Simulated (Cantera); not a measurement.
**Premixed flame**

A freely propagating, adiabatic, planar premixed flame of H2 : O2 : N2 = 1 : 0.862 : 3.24 (molar parts), unburnt at 575 K and 2.80 bar; mixture-averaged transport, grid criteria slope 0.08 and curve 0.16, no radiation.

Model: the H2/O2 subset of GRI-Mech 3.0, which has no nitrogen chemistry, integrated in Cantera. The hydrogen kinetics of GRI-Mech 3.0 are dated; newer H2 mechanisms differ, most at raised pressure. Burning velocities carry a grid error of a few per cent, more on coarse grids. Lean hydrogen flames are cellular in practice and burn faster than this planar one.

```json
[
 {"z (mm)": "-0.355", "T (K)": "575", "u (m/s)": "2.72", "x H2": "0.196", "x O2": "0.169", "x HO2": "<1e-8", "x H2O2": "<1e-8", "x OH": "<1e-8", "x H": "<1e-8"},
 {"z (mm)": "-0.236", "T (K)": "575", "u (m/s)": "2.72", "x H2": "0.195", "x O2": "0.169", "x HO2": "1.12e-7", "x H2O2": "<1e-8", "x OH": "<1e-8", "x H": "<1e-8"},
 {"z (mm)": "-0.177", "T (K)": "575", "u (m/s)": "2.72", "x H2": "0.193", "x O2": "0.170", "x HO2": "6.76e-7", "x H2O2": "5.98e-8", "x OH": "<1e-8", "x H": "<1e-8"},
 {"z (mm)": "-0.118", "T (K)": "580", "u (m/s)": "2.71", "x H2": "0.186", "x O2": "0.171", "x HO2": "1.26e-5", "x H2O2": "1.14e-6", "x OH": "<1e-8", "x H": "<1e-8"},
 {"z (mm)": "-0.0591", "T (K)": "674", "u (m/s)": "3.05", "x H2": "0.152", "x O2": "0.174", "x HO2": "0.000485", "x H2O2": "4.46e-5", "x OH": "6.68e-5", "x H": "6.33e-5"},
 {"z (mm)": "-0.0296", "T (K)": "940", "u (m/s)": "4.15", "x H2": "0.110", "x O2": "0.163", "x HO2": "0.000459", "x H2O2": "6.30e-5", "x OH": "0.000713", "x H": "0.00145"},
 {"z (mm)": "0", "T (K)": "1285", "u (m/s)": "5.59", "x H2": "0.0612", "x O2": "0.133", "x HO2": "0.000256", "x H2O2": "2.11e-5", "x OH": "0.00265", "x H": "0.00598"},
 {"z (mm)": "0.0296", "T (K)": "1536", "u (m/s)": "6.66", "x H2": "0.0270", "x O2": "0.103", "x HO2": "0.000151", "x H2O2": "5.82e-6", "x OH": "0.00617", "x H": "0.00865"},
 {"z (mm)": "0.0591", "T (K)": "1680", "u (m/s)": "7.26", "x H2": "0.0132", "x O2": "0.0884", "x HO2": "0.000100", "x H2O2": "3.23e-6", "x OH": "0.00856", "x H": "0.00751"},
 {"z (mm)": "0.118", "T (K)": "1820", "u (m/s)": "7.84", "x H2": "0.00635", "x O2": "0.0815", "x HO2": "5.72e-5", "x H2O2": "1.72e-6", "x OH": "0.00939", "x H": "0.00400"},
 {"z (mm)": "0.236", "T (K)": "1919", "u (m/s)": "8.23", "x H2": "0.00314", "x O2": "0.0802", "x HO2": "2.74e-5", "x H2O2": "9.50e-7", "x OH": "0.00771", "x H": "0.00133"},
 {"z (mm)": "0.473", "T (K)": "1971", "u (m/s)": "8.42", "x H2": "0.00123", "x O2": "0.0803", "x HO2": "1.12e-5", "x H2O2": "5.27e-7", "x OH": "0.00517", "x H": "0.000308"},
 {"z (mm)": "0.946", "T (K)": "1993", "u (m/s)": "8.51", "x H2": "0.000416", "x O2": "0.0807", "x HO2": "4.67e-6", "x H2O2": "2.95e-7", "x OH": "0.00314", "x H": "6.08e-5"}
]
```
x: mole fraction of selected species; z is measured from the peak of heat release.

- laminar burning velocity: 272 cm/s
- thermal thickness: 0.118 mm
- peak x(HO2): 0.000577
- peak x(H2O2): 6.66e-5
- peak x(OH): 0.00945
- peak x(H): 0.00866
